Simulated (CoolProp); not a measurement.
Saturation properties of nitrogen.

Computed with CoolProp (reference Helmholtz-energy equation of state, Span 2000).

```
T (°C)   p (MPa)  enthalpy of vaporisation (kJ/kg)  vapour viscosity (µPa s)  liquid conductivity (mW/(m K))
-------  -------  --------------------------------  ------------------------  ------------------------------
-177.95   0.5489                             171.0                      6.95                             110
-174.25   0.7205                             163.4                      7.32                             102
-170.55   0.9279                             154.9                      7.71                            95.0
-166.85    1.175                             145.3                      8.14                            87.7
-163.15    1.466                             134.3                      8.63                            80.4
-159.45    1.805                             121.4                      9.20                            73.2
-155.75    2.199                             105.7                      9.94                            66.0
-152.05    2.652                             85.20                      11.0                            59.0
```

It boils at -195.8 °C under 1 atm.

Viscosity comes from a separate model (Lemmon 2004). Thermal conductivity comes from a separate model (Lemmon 2004).
